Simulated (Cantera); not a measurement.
Charge: 1 mol SO₂, 4 mol H₂O, 6 mol O₂, equilibrated at 3400 K and 10.0 mbar.

Cantera equilibrium calculation (NASA polynomials, part measured and part estimated; ideal gas, pure solids and liquids). Candidate condensed phases: H₂O, H₂SO₄, S; 19 gas species. Equilibrium is a limit: real reactors are often held back by kinetics, nucleation or transport.

Base state: O 0.625, H 0.290, S 0.0287, O₂ 0.0270, OH 0.0141, SO 0.00970, H₂ 0.00385, SO₂ 0.000615 (mole fractions); condensed: gas only.

Task: What changes in the equilibrium state with this change: temperature from 3400 K to 748.15 K?

Result: 
```
species    before    after
-------  --------  -------
O₂         0.0270    0.527
H₂O      0.000431    0.379
SO₃       5.91e-9   0.0828
O           0.625    <1e-9
H           0.290    <1e-9
S          0.0287    <1e-9
OH         0.0141  1.25e-9
SO₂      0.000615   0.0119
SO        0.00970    <1e-9
H₂        0.00385    <1e-9
SH       0.000109    <1e-9
H₂SO₄       <1e-9  5.51e-5
```
